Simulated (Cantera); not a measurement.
Charge: 1 mol C2H6, 0.043 mol H2O, 0.12 mol O2, at 750 K and 0.720 bar.

Method: chemical equilibrium by Gibbs-energy minimisation in Cantera with the NASA 1993 tables (ideal gas, pure condensed phases). Candidate condensed phases: C, C6H6, C7H8, C8H18, H2O; 110 gas species. Equilibrium is a limit: real reactors are often held back by kinetics, nucleation or transport.

Base state: CH4 0.438, H2 0.436, H2O 0.116, CO2 0.00656, CO 0.00405 (mole fractions); condensed: C(graphite).

### Question
What changes in the equilibrium state with this change: temperature from 750 K to 2748.15 K?

### Answer
```
species             before     after
-----------------  -------  --------
H2                   0.436     0.822
CO                 0.00405    0.0820
H                    <1e-9    0.0726
CH4                  0.438   5.09e-5
H2O                  0.116   6.77e-7
C2H2 (acetylene)     <1e-9    0.0230
CO2                0.00656   9.87e-9
C4H2                 <1e-9  0.000267
C2H                  <1e-9  0.000235
CH3                  <1e-9   7.61e-5
C2H2 (vinylidene)    <1e-9   3.83e-5
C(graphite), mol      1.04      1.55
```
